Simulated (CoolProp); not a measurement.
Vapour-liquid equilibrium of 1-butene (1) + n-butane (2) at 111.45 °C; x and y are mole fractions of (1).

Values from CoolProp's multi-fluid Helmholtz-energy mixture model, Lemmon 2005 and Bücker 2006; pair parameters Bell 2016.

```tsv
x	bubble pressure (MPa)	y at the bubble point	dew pressure at overall composition x (MPa)	liquid density (mol/L)
0.05	1.912	0.055	1.911	7.669
0.125	1.937	0.136	1.933	7.691
0.2	1.962	0.216	1.957	7.713
0.275	1.988	0.295	1.981	7.735
0.35	2.014	0.373	2.006	7.757
0.425	2.039	0.449	2.031	7.779
0.5	2.064	0.524	2.057	7.802
0.575	2.089	0.597	2.082	7.825
0.65	2.113	0.670	2.107	7.850
0.725	2.136	0.741	2.131	7.876
0.8	2.158	0.812	2.155	7.904
0.875	2.179	0.883	2.177	7.933
0.95	2.199	0.953	2.198	7.965
```

No azeotrope shows between x = 0.05 and 0.95.

Pair parameters are fitted to limited data, so mixtures are less certain than the pure fluids.
